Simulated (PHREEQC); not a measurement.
A column of 0.2 m (30 cells, dispersivity 0.007 m, 3600 s a shift, diffusion coefficient 3e-10 m²/s) holds 0.089 eq of the database's cation exchanger X per kg of pore water, first in equilibrium with 0.078 mol/kgw Na2SO4 and 1e-05 mol/kgw HCl. It is flushed with 0.00033 mol/kgw ZnCl2, 0.049 mol/kgw CaCl2, 0.0014 mol/kgw KCl and 1e-05 mol/kgw HCl, at 25 °C. Values are for the last cell. CO2 from the air is kept out. No solid was allowed to form.

The numbers come from PHREEQC with the ion-association model, phreeqc.dat.

| pore volumes | Ca in solution (mol/kgw) | K in solution (mol/kgw) | Zn in solution (mol/kgw) | S in solution (mol/kgw) | Na in solution (mol/kgw) |
|---|---|---|---|---|---|
| 0 | 0 | 0 | 0 | 0.0780 | 0.156 |
| 0.4167 | 0 | 0 | 0 | 0.0780 | 0.156 |
| 0.8167 | 0 | 1.10e-10 | 0 | 0.0573 | 0.141 |
| 1.217 | 6.00e-14 | 1.11e-7 | 0 | 0.0150 | 0.111 |
| 1.617 | 7.33e-6 | 9.03e-5 | 9.81e-8 | 0.00202 | 0.101 |
| 2.017 | 0.0405 | 0.00127 | 0.000309 | 0.000197 | 0.0173 |
| 2.417 | 0.0481 | 0.00136 | 0.000337 | 1.62e-5 | 0.00184 |
| 2.817 | 0.0489 | 0.00139 | 0.000334 | 1.21e-6 | 0.000203 |
| 3.217 | 0.0490 | 0.00139 | 0.000331 | 8.55e-8 | 2.24e-5 |
| 3.617 | 0.0490 | 0.00140 | 0.000330 | 5.83e-9 | 2.47e-6 |
| 4.017 | 0.0490 | 0.00140 | 0.000330 | 3.89e-10 | 2.69e-7 |
